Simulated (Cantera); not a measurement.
**Adiabatic ignition**

An adiabatic, constant-pressure homogeneous reactor starts with C3H8 : O2 : N2 = 1 : 13.5 : 123 (molar parts), at 1125 K and 2.30 bar.

Computed with Cantera and GRI-Mech 3.0 (53 species, 325 reactions). GRI-Mech 3.0 was tuned for natural gas; its chemistry of propane as a main component is partial and can be far from experiment.

| t (s) | T (K) | x C3H8 | x O2 | x O | x CH2O | x HCN |
|---|---|---|---|---|---|---|
| 1.00e-6 | 1125 | 0.00727 | 0.0982 | 6.68e-12 | 1.54e-12 | <1e-12 |
| 2.68e-6 | 1125 | 0.00727 | 0.0982 | 4.94e-11 | 1.16e-11 | <1e-12 |
| 7.20e-6 | 1125 | 0.00727 | 0.0982 | 1.34e-10 | 8.89e-11 | <1e-12 |
| 1.93e-5 | 1125 | 0.00727 | 0.0982 | 1.63e-10 | 7.09e-10 | <1e-12 |
| 5.18e-5 | 1125 | 0.00727 | 0.0982 | 1.93e-10 | 5.87e-9 | <1e-12 |
| 0.000139 | 1125 | 0.00727 | 0.0982 | 3.17e-10 | 5.45e-8 | <1e-12 |
| 0.000373 | 1125 | 0.00727 | 0.0982 | 9.11e-10 | 6.07e-7 | <1e-12 |
| 0.00100 | 1125 | 0.00725 | 0.0982 | 2.10e-9 | 5.69e-6 | <1e-12 |
| 0.00268 | 1125 | 0.00720 | 0.0981 | 2.25e-9 | 2.30e-5 | <1e-12 |
| 0.00720 | 1125 | 0.00705 | 0.0981 | 2.95e-9 | 7.28e-5 | <1e-12 |
| 0.0193 | 1127 | 0.00640 | 0.0977 | 8.35e-9 | 0.000263 | <1e-12 |
| 0.0518 | 1546 | <1e-12 | 0.0614 | 1.29e-6 | <1e-12 | <1e-12 |
| 0.139 | 1546 | <1e-12 | 0.0614 | 1.21e-6 | <1e-12 | <1e-12 |
| 0.373 | 1546 | <1e-12 | 0.0614 | 1.21e-6 | <1e-12 | <1e-12 |
| 1.00 | 1546 | <1e-12 | 0.0614 | 1.21e-6 | <1e-12 | <1e-12 |
x: mole fraction; the columns are a selection and need not sum to one.

```yaml
time_of_steepest_temperature_rise: 28.4 ms
temperature at 1.00 s: 1546 K
equilibrium_temperature: 1543 K
x(C3H8) at 1.00 s: <1e-12 (gas-phase equilibrium <1e-12)
x(O2) at 1.00 s: 0.0614 (gas-phase equilibrium 0.0609)
x(O) at 1.00 s: 1.21e-6 (gas-phase equilibrium 1.18e-6)
```
